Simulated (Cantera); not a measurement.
HF + H₂O + O₂ (abatement and gas-phase synthesis)

Charge: 1 mol HF, 0.7 mol H₂O, 2.4 mol O₂, held at 0.130 bar.

These are equilibrium values from Cantera (NASA tables, ideal gas, pure condensed phases), not measurements of a reactor. Candidate condensed phases: H₂O; 22 gas species. Kinetics and transport are ignored.

From 1573 K to 2123 K nothing is condensed.

| T (K) | x O₂ | x HF | x H₂O | x OH | x O |
|---|---|---|---|---|---|
| 1573 | 0.585 | 0.244 | 0.171 | 0.000403 | 2.22e-5 |
| 1623 | 0.585 | 0.244 | 0.170 | 0.000591 | 4.03e-5 |
| 1673 | 0.585 | 0.244 | 0.170 | 0.000848 | 7.09e-5 |
| 1723 | 0.585 | 0.244 | 0.170 | 0.00119 | 0.000121 |
| 1773 | 0.585 | 0.244 | 0.170 | 0.00164 | 0.000199 |
| 1823 | 0.584 | 0.244 | 0.169 | 0.00222 | 0.000320 |
| 1873 | 0.584 | 0.244 | 0.169 | 0.00295 | 0.000501 |
| 1923 | 0.583 | 0.244 | 0.168 | 0.00386 | 0.000767 |
| 1973 | 0.582 | 0.243 | 0.168 | 0.00498 | 0.00115 |
| 2023 | 0.582 | 0.243 | 0.167 | 0.00635 | 0.00169 |
| 2073 | 0.580 | 0.243 | 0.166 | 0.00799 | 0.00243 |
| 2123 | 0.579 | 0.243 | 0.165 | 0.00993 | 0.00344 |
x: gas mole fraction; nothing condenses.
